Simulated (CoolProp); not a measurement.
Vapour-liquid equilibrium of isohexane (1) + n-hexane (2) at 331 K; x and y are mole fractions of (1).

Values from CoolProp's multi-fluid Helmholtz-energy mixture model, Lemmon 2006 and Thol 2019; pair parameters Bell 2016.

```csv
x,"bubble pressure, mixture model (bar)","bubble pressure, Raoult's law (bar)","y, mixture model","y, Raoult's law"
0.05,(withheld),0.7223,0.066,0.065
0.2,(withheld),0.7565,(withheld),0.248
0.35,0.7968,0.7908,0.416,0.416
0.5,(withheld),0.8251,(withheld),0.569
0.65,0.8658,0.8593,0.706,0.710
0.8,0.8983,0.8936,(withheld),0.841
0.95,0.9293,0.9278,0.960,0.962
```

Problem. Some entries are withheld; supply them.

Solution. 
- 0.05, bubble pressure, mixture model (bar): 0.7234
- 0.2, bubble pressure, mixture model (bar): 0.7605
- 0.2, y, mixture model: 0.250
- 0.5, bubble pressure, mixture model (bar): 0.8320
- 0.5, y, mixture model: 0.567
- 0.8, y, mixture model: 0.836

The largest gap from Raoult's law is +0.8 % in bubble pressure, at x = 0.5. No azeotrope shows between x = 0.05 and 0.95.

Pair parameters are fitted to limited data, so mixtures are less certain than the pure fluids.
